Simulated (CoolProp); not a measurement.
Properties of ethanol along the isotherm 226.15 °C.

Values from CoolProp's reference Helmholtz-energy equation of state, Schroeder 2014.

```tsv
p (kPa)	phase	Z	Joule-Thomson coefficient (K/MPa)
29.7	gas	0.9984	11.60
46.3	gas	0.9975	11.60
72.1	gas	0.9960	11.61
112	gas	0.9938	11.62
175	gas	0.9903	11.63
272	gas	0.9849	11.65
424	gas	0.9762	11.68
660	gas	0.9625	11.73
1030	gas	0.9403	11.82
1600	gas	0.9039	12.00
2490	gas	0.8403	12.39
3880	gas	0.7116	13.51
6040	liquid	0.1349	1.208
9400	liquid	0.1963	0.5974
```
